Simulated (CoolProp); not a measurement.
The fluoroketone C6F12O (FK-5-1-12) at several states: density (kg/m³) from the reference equation and from simpler models built on Tc = 441.8 K, pc = 1869 kPa, ω = 0.471; each cubic takes its own stable root.

Computed with CoolProp (reference Helmholtz-energy equation of state, McLinden 2015).

```
T (K)  p (kPa)          phase  reference
-----  -------  -------------  ---------
370.2      255            gas      29.07
311.5      115         liquid       1561
226.7     1210         liquid       1806
463.7     2580  supercritical      552.6
259.7      257         liquid       1714
```

How far does each simpler model (Redlich-Kwong, Soave-Redlich-Kwong) lie from the reference over these 5 states: mean and median of the absolute difference, and the worst?


- Redlich-Kwong: mean 27.0 %, median 13.7 %, worst -99.0 % at 311.5 K and 115 kPa
- Soave-Redlich-Kwong: mean 8.0 %, median 9.0 %, worst -11.9 % at 463.7 K and 2580 kPa

At some of these states Redlich-Kwong gives the other phase, because its saturation line lies elsewhere.
